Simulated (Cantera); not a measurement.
A freely propagating, adiabatic, planar premixed flame of 8.55 % CH₄, 0.701 % CO, 17.4 % O₂, 73.3 % N₂, equivalence ratio 1.0, unburnt at 550 K and 1.20 bar; mixture-averaged transport, grid criteria slope 0.08 and curve 0.16, no radiation.

Model: GRI-Mech 3.0 (53 species, 325 reactions), integrated in Cantera. Burning velocities carry a grid error of a few per cent, more on coarse grids.

x: mole fraction of selected species; z is measured from the peak of heat release.

```csv
z (mm),T (K),u (m/s),x CH₄,x CO,x O₂,x NO,x H₂O,x C₂H
-1.01,550,0.892,0.0854,0.00701,0.174,<1e-8,3.44e-5,<1e-8
-0.674,552,0.896,0.0852,0.00703,0.174,<1e-8,0.000348,<1e-8
-0.505,559,0.909,0.0845,0.00715,0.173,1.71e-8,0.00145,<1e-8
-0.337,___,0.998,0.0809,0.00827,0.169,1.54e-7,0.00823,<1e-8
-0.168,___,1.60,0.0588,0.0187,0.141,1.98e-6,0.0466,<1e-8
-0.0842,___,2.27,0.0325,0.0337,0.103,4.94e-6,0.0866,<1e-8
0,___,2.92,0.00749,0.0483,0.0576,1.02e-5,0.126,1.51e-7
0.0842,1889,3.17,0.000486,0.0454,0.0321,1.68e-5,0.143,9.06e-8
0.168,1935,3.23,1.59e-5,0.0367,0.0236,2.12e-5,0.146,<1e-8
0.337,1990,3.31,2.58e-8,0.0281,0.0189,2.58e-5,0.147,<1e-8
0.674,2057,3.40,<1e-8,0.0235,0.0160,3.22e-5,0.150,<1e-8
1.35,2130,3.51,<1e-8,0.0203,0.0132,4.25e-5,0.155,<1e-8
2.70,2194,3.60,<1e-8,0.0168,0.0104,5.91e-5,0.159,<1e-8
```

Task: Fill in the missing entries.

Result: 
- -0.337, T (K): 611
- -0.168, T (K): 964
- -0.0842, T (K): 1360
- 0, T (K): 1737
